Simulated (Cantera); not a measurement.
Feed: 1 mol AlCl3, 23 mol NH3, 420 mol H2, at 675 K and 8.80 mbar.

Cantera equilibrium calculation (NASA polynomials, part measured and part estimated; ideal gas, pure solids and liquids). Candidate condensed phases: Al, AlCl3, AlN, NH4Cl; 20 gas species. The numbers say what is thermodynamically allowed, not how fast it happens.

Base state: H2 0.970, N2 0.0236, HCl 0.00640, NH3 1.69e-5 (mole fractions); condensed: AlN(s).

Question: What changes in the equilibrium state with this change: NH3 from 23 to 0.45 mol?

Answer: 
```csv
species,before,after
H2,0.970,0.995
HCl,0.00640,0.00320
AlCl3,8.36e-6,0.00130
N2,0.0236,1.41e-8
NH3,1.69e-5,1.36e-8
"AlN(s), mol",0.996,0.450
```

Question: What changes in the equilibrium state with this change: NH3 from 23 to 57 mol?

Answer: 
```json
[
 {"species": "H2", "before": "0.970", "after": "0.942"},
 {"species": "N2", "before": "0.0236", "after": "0.0523"},
 {"species": "HCl", "before": "0.00640", "after": "0.00560"},
 {"species": "NH3", "before": "1.69e-5", "after": "2.41e-5"},
 {"species": "AlN(s), mol", "before": "0.996", "after": "0.998"}
]
```

Question: What changes in the equilibrium state with this change: NH3 from 23 to 2.8 mol?

Answer: 
```
species       before    after
-----------  -------  -------
H2             0.970    0.991
HCl          0.00640  0.00693
N2            0.0236  0.00212
AlCl3        8.36e-6  3.42e-5
NH3          1.69e-5  5.24e-6
AlN(s), mol    0.996    0.985
```
